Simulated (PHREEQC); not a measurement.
Model water analysis in mg/L, 25 °C, pH 6.67, pe -0.8:

| constituent | mg/L |
|---|---|
| Na | 2410 |
| K | 596 |
| Ca | 41.7 |
| Mg | 127 |
| Cl | 4660 |
| S(6) as SO4 | 196 |
| Alkalinity as HCO3 | 1.59e-05 |
| Br | 3.51 |

Valence states are taken as typed.

All values are PHREEQC results (ion-association model, phreeqc.dat), not measurements.

| quantity | before | after |
|---|---|---|
| Mg+2 (mol/kgw) | 0.00505 | 0.00505 |
| SO4-2 (mol/kgw) | 0.00150 | 0.00150 |
| NaSO4- (mol/kgw) | 0.000262 | 0.000262 |
| MgSO4 (mol/kgw) | 0.000212 | 0.000212 |
| KSO4- (mol/kgw) | 5.14e-5 | 5.14e-5 |
| CaSO4 (mol/kgw) | 3.08e-5 | 3.08e-5 |
| SI of Gypsum (CaSO4:2H2O) | -2.17 | -2.17 |
| SI of Halite (NaCl) | -3.67 | -3.67 |

Q: Which change was made?
A. all concentrations times 2 at the same typed pH
B. K from 596 to 1790 mg/L
C. pH from 6.67 to 6.37 at the same alkalinity

A: C, pH from 6.67 to 6.37 at the same alkalinity

This is a speciation only: nothing precipitates in the calculation.
